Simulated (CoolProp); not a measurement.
2000 sccm (0 °C, 1 atm) of nitrogen bubbles through liquid the fluoroketone C6F12O (FK-5-1-12) at 305.6 K and leaves saturated at a total pressure of 0.15 MPa (ideal gas phase). Each further row changes one setting.

Values from CoolProp's reference Helmholtz-energy equation of state, McLinden 2015.

| case | vapour pressure (kPa) | mole fraction of vapour | delivery (mg/min) | delivery (sccm) | change of delivery for a bath 1 K warmer (%) |
|---|---|---|---|---|---|
| as stated | 54.8 | 0.365 | 16200 | 1150 | 6.5 |
| bath temperature 310.6 K | 66.5 | 0.443 | 22400 | 1590 | 7.1 |
| total pressure 0.3 MPa | 54.8 | 0.183 | 6300 | 447 | 5.0 |
